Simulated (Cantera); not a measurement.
Charge: 1 mol Si3N4, 1.2 mol CO2, 870 mol N2, 0.41 mol H2O, held at 1350 K and 0.00560 bar.

These are equilibrium values from Cantera (NASA tables, ideal gas, pure condensed phases), not measurements of a reactor. Candidate condensed phases: C, C6H6, C7H8, C8H18, H2O, Si, SiC, SiO2, Si2N2O, Si3N4; 151 gas species. Mutual solubility and eutectic melting of coexisting phases are not modelled. The tables hold silica as quartz up to 1696 K and as liquid above; real silica turns to tridymite and cristobalite and melts near 1996 K. Rates play no part.

Base state: N2 0.998, CO 0.00138, H2 0.000470, SiO 2.54e-5 (mole fractions); condensed: SiO2(β-quartz) + Si2N2O(s).

Task: What changes in the equilibrium state with this change: Si3N4 replaced by SiC?

Result: 
```
species                before     after
-------------------  --------  --------
N2                      0.998     0.997
CO                    0.00138   0.00252
H2                   0.000470  0.000470
SiO                   2.54e-5   2.54e-5
SiO2(β-quartz), mol    0.0659    0.0659
Si2N2O(s), mol           1.46     0.456
```
N2 is the only nitrogen source here; it is nearly inert below about 1500 K, so the nitride shown seldom forms there in practice.
